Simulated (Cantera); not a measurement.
A closed system holds: 1 mol Al, 1.1 mol H2O, 79 mol H2, at 36.0 mbar.

These are equilibrium values from Cantera (NASA tables, ideal gas, pure condensed phases), not measurements of a reactor. Candidate condensed phases: Al, Al2O3, H2O; 19 gas species. Mutual solubility and eutectic melting of coexisting phases are not modelled. Rates play no part.

**Question.** Which condensed phases are stable at each of these points (T (°C)): 975, 1025, 1075, 1125, 1175, 1225, 1275, 1325, 1375?

**Answer.** 
```
T (°C)  condensed phases  Al condensed (%)
------  ----------------  ----------------
975     Al(l) + Al2O3(s)             100.0
1025    Al(l) + Al2O3(s)              99.9
1075    Al(l) + Al2O3(s)              99.6
1125    Al(l) + Al2O3(s)              98.9
1175    Al(l) + Al2O3(s)              97.0
1225    Al(l) + Al2O3(s)              92.5
1275    Al(l) + Al2O3(s)              81.9
1325            Al2O3(s)              66.5
1375            Al2O3(s)              66.6
```

From 975 °C to 1275 °C the condensed part is Al(l) + Al2O3(s). From 1325 °C to 1375 °C the condensed part is Al2O3(s).
